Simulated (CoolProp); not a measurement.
Dimethyl carbonate along the isobar 30.8 bar: fugacity coefficient from the reference equation and from simpler models built on Tc = 283.9 °C, pc = 49.09 bar, ω = 0.346; each cubic takes its own stable root.

Values from CoolProp's reference Helmholtz-energy equation of state, Zhou 2011.

```
T (°C)   phase  reference  Redlich-Kwong  Soave-Redlich-Kwong  Peng-Robinson
------  ------  ---------  -------------  -------------------  -------------
152.05  liquid     0.1671         0.2625               0.1712         0.1672
173.95  liquid     0.2532         0.3604               0.2608         0.2538
195.75  liquid     0.3626         0.4727               0.3741         0.3634
217.65  liquid     0.4959         0.5970               0.5107         0.4957
239.45  liquid     0.6489         0.7268               0.6641         0.6448
261.35     gas     0.7573         0.7653               0.7590         0.7409
283.15     gas     0.7889         0.7919               0.7917         0.7736
305.05     gas     0.8151         0.8145               0.8193         0.8013
326.85     gas     0.8371         0.8339               0.8427         0.8249
```
